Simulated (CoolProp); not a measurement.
Saturated liquid density (kg/m³) of n-heptane: the reference equation beside estimates from Tc = 541.2 K, pc = 2.774 MPa, ω = 0.349. Rackett uses Z = 0.29056 − 0.08775 ω.

The numbers come from the reference Helmholtz-energy equation of state, Span 2003 in CoolProp. It is a short technical equation, of lower accuracy than the large ones.

```tsv
T (K)	reference	Rackett	van der Waals	Redlich-Kwong	Soave-Redlich-Kwong	Peng-Robinson
391.2	595.0	604.6	345.4	498.4	528.1	598.2
393.7	592.5	601.9	343.9	495.7	525.6	595.4
396.1	590.0	599.2	342.4	493.1	523.1	592.6
398.6	587.5	596.5	340.9	490.4	520.5	589.8
401.1	584.9	593.7	339.4	487.7	517.8	586.8
403.5	582.4	591.1	337.9	485.0	515.3	584.0
406	579.8	588.3	336.3	482.2	512.5	581.0
408.5	577.1	585.4	334.8	479.4	509.8	577.9
411	574.4	582.6	333.2	476.5	507.0	574.8
413.4	571.9	579.8	331.6	473.7	504.2	571.8
415.9	569.1	576.9	330.0	470.8	501.3	568.5
418.4	566.4	574.0	328.3	467.8	498.4	565.3
```

Absolute difference from the reference over all 12 rows, mean and median: Rackett 1.5 and 1.5 %, van der Waals 42.0 and 42.0 %, Redlich-Kwong 16.8 and 16.8 %, Soave-Redlich-Kwong 11.6 and 11.6 %, Peng-Robinson 0.3 and 0.2 %.
